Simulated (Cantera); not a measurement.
A perfectly stirred reactor is fed with 25.0 % CH₄, 75.0 % H₂, at 0.0900 Torr; it is held at 1975 K, and followed from long to short residence time.

Model: GRI-Mech 3.0 (53 species, 325 reactions), integrated in Cantera. GRI-Mech 3.0 stops at C3 and has no aromatics, soot or wall deposition, so with more carbon than oxygen in the feed, carbon stays in small species such as C2H2 where larger ones or solid carbon would form. Radical loss at walls, strong at low pressure, is not modelled.

Problem. Predict: x(CH₄) at τ = 0.360 s; x(H₂) at τ = 0.360 s; x(C₂H₄) at τ = 0.360 s; x(C₂H₂) at τ = 0.360 s; x(C₂H) at τ = 0.360 s; x(CH₄) at τ = 8.20 ms; x(H₂) at τ = 8.20 ms; x(C₂H₄) at τ = 8.20 ms; x(C₂H₂) at τ = 8.20 ms.

Solution. 
| Item | Value |
|---|---|
| x(CH₄) at τ = 0.360 s | 0.192 |
| x(H₂) at τ = 0.360 s | 0.777 |
| x(C₂H₄) at τ = 0.360 s | 0.00299 |
| x(C₂H₂) at τ = 0.360 s | 0.0158 |
| x(C₂H) at τ = 0.360 s | 7.49e-7 |
| x(CH₄) at τ = 8.20 ms | 0.250 |
| x(H₂) at τ = 8.20 ms | 0.750 |
| x(C₂H₄) at τ = 8.20 ms | 4.91e-7 |
| x(C₂H₂) at τ = 8.20 ms | 2.09e-8 |
